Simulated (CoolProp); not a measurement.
Vapour-liquid equilibrium of isobutane (1) + acetone (2) at 354.7 K; x and y are mole fractions of (1).

Model: multi-fluid Helmholtz-energy mixture model, Bücker 2006 and Lemmon 2006; pair parameters Bell 2016, in CoolProp.

| x | bubble pressure (kPa) | y at the bubble point | dew pressure at overall composition x (kPa) | liquid density (mol/L) |
|---|---|---|---|---|
| 0.05 | 390.2 | 0.423 | 237.5 | 12.09 |
| 0.2 | 757.0 | 0.714 | 282.4 | 11.29 |
| 0.35 | 966.8 | 0.787 | 347.0 | 10.54 |
| 0.5 | 1088 | 0.824 | 448.5 | 9.830 |
| 0.65 | 1179 | 0.854 | 630.3 | 9.180 |
| 0.8 | 1269 | 0.895 | 1009 | 8.611 |
| 0.95 | 1361 | 0.965 | 1346 | 8.157 |

No azeotrope shows between x = 0.05 and 0.95.

Pair parameters are fitted to limited data, so mixtures are less certain than the pure fluids. With so large a gap from Raoult's law the liquid may split in two, which this calculation doesn't test in full.
